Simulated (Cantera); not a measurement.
Charge: 1 mol Cu2O, 0.65 mol H2, at 1925 K and 0.100 bar.

Method: chemical equilibrium by Gibbs-energy minimisation in Cantera with the NASA 1993 tables (ideal gas, pure condensed phases). Candidate condensed phases: Cu, CuO, Cu(OH)2, Cu2O, H2O; 12 gas species. Each liquid is taken as pure. Mutual solubility and eutectic melting of coexisting phases are not modelled. Kinetics and transport are ignored.

Base state: H2O 0.886, O2 0.0849, Cu 0.0208, OH 0.00590, H2 0.00154, O 0.000339, CuO 0.000221, H 0.000119 (mole fractions); condensed: Cu(l) + Cu2O(l).

Question: What changes in the equilibrium state with this change: H2 from 0.65 to 1700 mol?

Answer: 
```
species         before     after
------------  --------  --------
H2             0.00154     0.995
H             0.000119   0.00302
Cu              0.0208   0.00117
H2O              0.886  0.000587
O2              0.0849     <1e-9
O             0.000339     <1e-9
CuO           0.000221     <1e-9
OH             0.00590   1.54e-7
Cu2            6.60e-5   2.09e-7
Cu(l), mol        1.54         0
Cu2O(l), mol     0.225         0
```

Question: What changes in the equilibrium state with this change: temperature from 1925 K to 1025 K?

Answer: 
```
species         before    after
------------  --------  -------
H2O              0.886    1.000
H2             0.00154  1.08e-5
OH             0.00590  1.12e-8
O2              0.0849  2.80e-9
Cu              0.0208    <1e-9
O             0.000339    <1e-9
CuO           0.000221    <1e-9
H             0.000119    <1e-9
Cu2            6.60e-5    <1e-9
Cu(l), mol        1.54        0
Cu2O(l), mol     0.225        0
Cu(s), mol           0     1.30
Cu2O(s), mol         0    0.350
```

Question: What changes in the equilibrium state with this change: pressure from 0.100 bar to 0.890 bar?

Answer: 
| species | before | after |
|---|---|---|
| H2O | 0.886 | 0.984 |
| O2 | 0.0849 | 0.00954 |
| Cu | 0.0208 | 0.00234 |
| CuO | 0.000221 | 2.49e-5 |
| O | 0.000339 | 3.81e-5 |
| Cu2 | 6.60e-5 | 7.41e-6 |
| Cu(l), mol | 1.54 | 1.32 |
| Cu2O(l), mol | 0.225 | 0.338 |
